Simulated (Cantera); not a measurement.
A Cantera script and its output.

```python
import numpy as np
import cantera as ct

gas = ct.Solution("gri30.yaml")
gas.TPX = 1525, 1000000, {'C3H8': 1, 'O2': 12.5, 'N2': 47}
reactor = ct.IdealGasReactor(gas, energy="on", clone=False)
net = ct.ReactorNet([reactor])
net.rtol, net.atol = 1e-08, 1e-16
show = ['C3H8', 'O2', 'C2H', 'NO', 'N2O']
times = np.geomspace(1e-05, 0.3, 15)

steps = ct.SolutionArray(gas, extra=["t"])
rows = []
print(f"{'t/s':>10s}{'T/K':>9s}{'P/Pa':>11s}" + "".join(f"{s:>11s}" for s in show))
for t in times:
    while net.time < t:
        t_next = net.step()
        steps.append(gas.state, t=t_next)
    rows.append([np.interp(t, steps.t, y) for y in (steps.T, steps.P, *steps(*show).X.T)])
    print(f"{t:10.3e}{rows[-1][0]:9.1f}{rows[-1][1]:11.4g}" + "".join(f"{x:11.3e}" for x in rows[-1][2:]))
rate = np.gradient(steps.T, steps.t)
print("integrator steps:", len(steps.t))
if steps.T.max() > steps.T[0] + 200:
    print(f"time of steepest temperature rise: {steps.t[rate.argmax()]:.4e} s")
gas.TPX = 1525, 1000000, {'C3H8': 1, 'O2': 12.5, 'N2': 47}
gas.equilibrate("UV")
print(f"equilibrium (UV): T = {gas.T:.1f} K  " + "  ".join(f"{s} {gas[s].X[0]:.3e}" for s in show))
```

Output:

```
       t/s      T/K       P/Pa       C3H8         O2        C2H         NO        N2O
 1.000e-05   1551.7  1.027e+06  8.988e-03  1.995e-01  1.177e-09  1.402e-10  1.146e-08
 2.088e-05   2522.5  1.693e+06  1.326e-40  1.209e-01  7.852e-19  8.757e-05  5.175e-06
 4.361e-05   2574.9  1.723e+06  3.462e-44  1.200e-01  1.563e-20  3.384e-04  3.990e-06
 9.107e-05   2573.8  1.722e+06  2.130e-48  1.198e-01  1.144e-22  8.269e-04  3.979e-06
 1.902e-04   2571.5   1.72e+06  1.922e-50  1.193e-01  2.329e-24  1.805e-03  3.963e-06
 3.972e-04   2567.0  1.717e+06  1.247e-50  1.184e-01  2.086e-24  3.671e-03  3.937e-06
 8.294e-04   2559.4  1.712e+06  1.065e-50  1.169e-01  1.737e-24  6.880e-03  3.905e-06
 1.732e-03   2548.7  1.704e+06  7.697e-51  1.147e-01  1.341e-24  1.133e-02  3.885e-06
 3.617e-03   2538.9  1.698e+06  5.665e-51  1.127e-01  1.051e-24  1.542e-02  3.890e-06
 7.554e-03   2534.5  1.695e+06  4.936e-51  1.118e-01  9.423e-25  1.724e-02  3.900e-06
 1.577e-02   2534.0  1.694e+06  4.857e-51  1.117e-01  9.303e-25  1.745e-02  3.901e-06
 3.294e-02   2534.0  1.694e+06  4.856e-51  1.117e-01  9.302e-25  1.745e-02  3.901e-06
 6.879e-02   2534.0  1.694e+06  4.856e-51  1.117e-01  9.302e-25  1.745e-02  3.901e-06
 1.437e-01   2534.0  1.694e+06  4.856e-51  1.117e-01  9.302e-25  1.745e-02  3.901e-06
 3.000e-01   2534.0  1.694e+06  4.856e-51  1.117e-01  9.302e-25  1.745e-02  3.901e-06
integrator steps: 1662
time of steepest temperature rise: 1.4489e-05 s
equilibrium (UV): T = 2534.0 K  C3H8 9.147e-51  O2 1.117e-01  C2H 1.026e-24  NO 1.745e-02  N2O 3.901e-06
```

Model: GRI-Mech 3.0 (53 species, 325 reactions), integrated in Cantera. GRI-Mech 3.0 was tuned for natural gas; its chemistry of propane as a main component is partial and can be far from experiment.
